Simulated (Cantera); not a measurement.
**Roasting and sulfation: FeS + O2 + H2O**

Charge: 1 mol FeS, 0.21 mol O2, a varied amount of H2O, at 875 °C and 1.20 bar.

These are equilibrium values from Cantera (NASA tables, ideal gas, pure condensed phases), not measurements of a reactor. Candidate condensed phases: Fe, FeO, Fe(OH)2, Fe(OH)3, FeS, FeSO4, FeS2, Fe2O3, Fe2(SO4)3, Fe3O4, H2O, H2SO4, S; 22 gas species. Mutual solubility and eutectic melting of coexisting phases are not modelled. FeS: taken at fixed stoichiometry. Gases not in the tables: S3 to S7. Equilibrium is a limit: real reactors are often held back by kinetics, nucleation or transport.

From 0.089 mol H2O to 6.1 mol H2O the condensed part is FeS(s) + Fe3O4(s). The main Fe-bearing gas is Fe(OH)2 throughout.

| n(H2O) (mol) | log p H2O | log p SO2 | log p S2 | log p H2S | log p H2 | n FeS(s) | n Fe3O4(s) |
|---|---|---|---|---|---|---|---|
| 0.089 | -0.32 | -0.17 | -1.48 | -1.89 | -2.67 | 0.864 | 0.0453 |
| 0.16 | -0.19 | -0.30 | -1.58 | -1.77 | -2.50 | 0.862 | 0.0460 |
| 0.3 | -0.09 | -0.47 | -1.72 | -1.68 | -2.35 | 0.858 | 0.0473 |
| 0.55 | -0.02 | -0.68 | -1.88 | -1.64 | -2.23 | 0.852 | 0.0493 |
| 1 | 0.01 | -0.90 | -2.06 | -1.62 | -2.12 | 0.842 | 0.0528 |
| 1.8 | 0.04 | -1.13 | -2.25 | -1.63 | -2.03 | 0.824 | 0.0587 |
| 3.4 | 0.05 | -1.39 | -2.45 | -1.64 | -1.94 | 0.790 | 0.0700 |
| 6.1 | 0.06 | -1.62 | -2.64 | -1.65 | -1.86 | 0.734 | 0.0886 |
log p: log10 of the partial pressure in bar; n: condensed amount in mol.
